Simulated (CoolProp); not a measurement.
Vapour-liquid equilibrium of ethylene (1) + propane (2) at 181.5 K; x and y are mole fractions of (1).

Values from CoolProp's multi-fluid Helmholtz-energy mixture model, Smukala 2000 and Lemmon 2009; pair parameters Bell 2016.

| x | bubble pressure, mixture model (kPa) | bubble pressure, Raoult's law (kPa) | y, mixture model | y, Raoult's law |
|---|---|---|---|---|
| 0.05 | 16.89 | 15.22 | 0.678 | 0.645 |
| 0.125 | [?] | 29.52 | 0.849 | 0.831 |
| 0.2 | 49.84 | 43.81 | 0.906 | 0.896 |
| 0.275 | 65.53 | 58.11 | 0.934 | 0.929 |
| 0.35 | [?] | 72.40 | 0.951 | 0.949 |
| 0.425 | 94.86 | 86.70 | 0.962 | 0.962 |
| 0.5 | 108.5 | 101.0 | 0.970 | 0.972 |
| 0.575 | 121.7 | 115.3 | 0.977 | 0.979 |
| 0.65 | 134.5 | 129.6 | 0.982 | 0.985 |
| 0.725 | 147.1 | 143.9 | 0.986 | 0.989 |
| 0.8 | 159.8 | 158.2 | 0.990 | 0.993 |
| 0.875 | [?] | 172.5 | [?] | 0.996 |
| 0.95 | 186.6 | 186.8 | 0.998 | 0.998 |

What belongs in the gaps?


- 0.125, bubble pressure, mixture model (kPa): 33.56
- 0.35, bubble pressure, mixture model (kPa): 80.54
- 0.875, bubble pressure, mixture model (kPa): 172.9
- 0.875, y, mixture model: 0.994

The largest gap from Raoult's law is +13.8 % in bubble pressure, at x = 0.2. No azeotrope shows between x = 0.05 and 0.95.

Pair parameters are fitted to limited data, so mixtures are less certain than the pure fluids.
